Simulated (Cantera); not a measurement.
Cantera run, input and output.

```python
import numpy as np
import cantera as ct

gas = ct.Solution("gri30.yaml")


def delay(T, t_max=10):
    gas.TPX = T, 230000, {'C3H8': 1, 'O2': 10, 'N2': 33}
    reactor = ct.IdealGasReactor(gas, clone=False)
    net = ct.ReactorNet([reactor])
    net.rtol, net.atol = 1e-8, 1e-16
    while net.time < t_max:
        t_old, T_old = net.time, reactor.T
        net.step()
        if reactor.T > T + 400:  # ignition: a rise of 400 K
            return t_old + (T + 400 - T_old) / (reactor.T - T_old) * (net.time - t_old)
    return np.nan


taus = []
for T in [1175, 1225, 1275, 1325, 1375, 1425, 1475, 1525]:
    taus.append(delay(T))
    print(f"T0 = {T:6g} K   tau = {taus[-1]:.4e} s")
```

Result:

```
T0 =   1175 K   tau = 5.5151e-03 s
T0 =   1225 K   tau = 2.0462e-03 s
T0 =   1275 K   tau = 8.1553e-04 s
T0 =   1325 K   tau = 3.5377e-04 s
T0 =   1375 K   tau = 1.6795e-04 s
T0 =   1425 K   tau = 8.7208e-05 s
T0 =   1475 K   tau = 4.9297e-05 s
T0 =   1525 K   tau = 3.0114e-05 s
```

Computed with Cantera and GRI-Mech 3.0 (53 species, 325 reactions). GRI-Mech 3.0 was tuned for natural gas; its chemistry of propane as a main component is partial and can be far from experiment.
